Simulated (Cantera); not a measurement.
What does this Cantera script print?

```python
import numpy as np
import cantera as ct

gas = ct.Solution("gri30.yaml")
gas.TPX = 1150, 2666, {'H2': 0.083, 'O2': 1}
reactor = ct.IdealGasConstPressureReactor(gas, energy="off", clone=False)
net = ct.ReactorNet([reactor])
net.rtol, net.atol = 1e-08, 1e-18
show = ['H2', 'O2', 'H2O2', 'H2O', 'H', 'OH', 'HO2']
times = np.geomspace(8e-06, 30, 9)

steps = ct.SolutionArray(gas, extra=["t"])
rows = []
print(f"{'t/s':>10s}{'T/K':>9s}{'P/Pa':>11s}" + "".join(f"{s:>11s}" for s in show))
for t in times:
    while net.time < t:
        t_next = net.step()
        steps.append(gas.state, t=t_next)
    rows.append([np.interp(t, steps.t, y) for y in (steps.T, steps.P, *steps(*show).X.T)])
    print(f"{t:10.3e}{rows[-1][0]:9.1f}{rows[-1][1]:11.4g}" + "".join(f"{x:11.3e}" for x in rows[-1][2:]))
rate = np.gradient(steps.T, steps.t)
print("integrator steps:", len(steps.t))
if steps.T.max() > steps.T[0] + 200:
    print(f"time of steepest temperature rise: {steps.t[rate.argmax()]:.4e} s")
gas.TPX = 1150, 2666, {'H2': 0.083, 'O2': 1}
gas.equilibrate("TP")
print(f"equilibrium (TP): T = {gas.T:.1f} K  " + "  ".join(f"{s} {gas[s].X[0]:.3e}" for s in show))
```

Result:

```
       t/s      T/K       P/Pa         H2         O2       H2O2        H2O          H         OH        HO2
 8.000e-06   1150.0       2666  7.664e-02  9.234e-01  1.222e-14  5.476e-12  3.439e-10  4.566e-11  3.877e-10
 5.307e-05   1150.0       2666  7.664e-02  9.234e-01  5.384e-13  9.914e-10  1.989e-09  1.144e-09  2.582e-09
 3.520e-04   1150.0       2666  7.664e-02  9.234e-01  2.543e-11  5.567e-07  2.369e-07  1.986e-07  2.101e-08
 2.335e-03   1150.0       2666  1.840e-03  8.794e-01  2.840e-07  6.678e-02  1.343e-02  4.035e-03  1.102e-05
 1.549e-02   1150.0       2666  2.864e-04  9.139e-01  2.745e-07  7.791e-02  7.991e-04  1.575e-03  6.796e-06
 1.028e-01   1150.0       2666  8.433e-06  9.200e-01  8.911e-08  7.953e-02  4.241e-06  2.754e-04  8.646e-07
 6.817e-01   1150.0       2666  3.721e-07  9.203e-01  1.410e-08  7.966e-02  4.349e-08  6.003e-05  6.279e-08
 4.522e+00   1150.0       2666  3.263e-08  9.203e-01  2.066e-09  7.968e-02  1.196e-09  1.811e-05  8.412e-09
 3.000e+01   1150.0       2666  4.411e-09  9.203e-01  3.464e-10  7.969e-02  6.090e-11  6.702e-06  6.442e-09
integrator steps: 1998
equilibrium (TP): T = 1150.0 K  H2 2.200e-09  O2 9.203e-01  H2O2 1.875e-10  H2O 7.969e-02  H 2.158e-11  OH 4.724e-06  HO2 8.202e-09
```

Computed with Cantera and GRI-Mech 3.0 (53 species, 325 reactions). Radical loss at walls, strong at low pressure, is not modelled. The temperature is held fixed by assumption; the heat of reaction is taken as removed at once.
